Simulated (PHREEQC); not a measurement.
Consider water at 20 °C with 110 mmol/kgw FeCl3, 0.53 mmol/kgw CaCl2 and 0.092 mmol/kgw NaHCO3. Closed to the air; pH follows from the charge balance.

All values are PHREEQC results (ion-association model, phreeqc.dat), not measurements.

**Question.** The ionic strength comes out as 0.427 mol/kgw. What activity coefficients do FeOH+2, Fe(OH)2+, H+, Fe+3, Fe2(OH)2+4 get?

**Answer.** FeOH+2 0.23, Fe(OH)2+ 0.70, H+ 0.77, Fe+3 0.096, Fe2(OH)2+4 0.0069.

Precipitation was switched off in this run. Saturation is exceeded, for instance for Hematite (slow to form), Goethite (slow to form); the values hold only as long as no solid forms. Species that the database lacks are ignored.
